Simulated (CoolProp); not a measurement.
A simple Rankine cycle with water: condensing at 313.15 K, boiler at 0.0526 MPa, turbine inlet 360.7 K, turbine efficiency 0.9, pump efficiency 0.8, no recuperator. Each further row changes one setting.

The numbers come from the reference Helmholtz-energy equation of state, Wagner 2002 in CoolProp.

| case | thermal efficiency (%) | net work (kJ/kg) | heat in (kJ/kg) | turbine exit temperature (K) | volume ratio over the turbine |
|---|---|---|---|---|---|
| as stated | 10.4 | 259 | 2490 | 313.1 | ? |
| turbine inlet 380.7 K | 10.5 | 265 | 2530 | 313.1 | ? |
| condensing temperature 305.15 K | 12.3 | 310 | 2520 | 305.1 | 8.59 |
| boiler pressure 0.0368 MPa | 8.6 | 213 | 2490 | 313.1 | 4.11 |
| turbine efficiency 0.8 | ? | ? | 2490 | 313.1 | 5.85 |

**Question.** Some entries are withheld; supply them.

**Answer.** 
- as stated, volume ratio over the turbine: 5.77
- turbine inlet 380.7 K, volume ratio over the turbine: 5.54
- turbine efficiency 0.8, thermal efficiency (%): 9.2
- turbine efficiency 0.8, net work (kJ/kg): 230

The expansion ends wet for: as stated; turbine inlet 380.7 K; condensing temperature 305.15 K; boiler pressure 0.0368 MPa; turbine efficiency 0.8.
